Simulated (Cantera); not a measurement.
A perfectly stirred reactor is fed with 3.45 % CH4, 95.8 % H2, 0.747 % N2, at 0.200 bar; it is held at 1423 K, and followed from long to short residence time.

Cantera simulation using GRI-Mech 3.0 (53 species, 325 reactions); the numbers are that mechanism's predictions, not measurements. GRI-Mech 3.0 stops at C3 and has no aromatics, soot or wall deposition, so with more carbon than oxygen in the feed, carbon stays in small species such as C2H2 where larger ones or solid carbon would form.

Question: Predict: x(CH4) at τ = 10.0 s; x(H2) at τ = 10.0 s; x(C2H2) at τ = 10.0 s; x(C2H4) at τ = 10.0 s; x(CH4) at τ = 0.240 s; x(H2) at τ = 0.240 s; x(C2H2) at τ = 0.240 s; x(C2H4) at τ = 0.240 s.

Answer: 
| Property | Result |
|---|---|
| x(CH4) at τ = 10.0 s | 0.0317 |
| x(H2) at τ = 10.0 s | 0.959 |
| x(C2H2) at τ = 10.0 s | 0.00118 |
| x(C2H4) at τ = 10.0 s | 0.000155 |
| x(CH4) at τ = 0.240 s | 0.0344 |
| x(H2) at τ = 0.240 s | 0.958 |
| x(C2H2) at τ = 0.240 s | 2.60e-5 |
| x(C2H4) at τ = 0.240 s | 1.45e-5 |
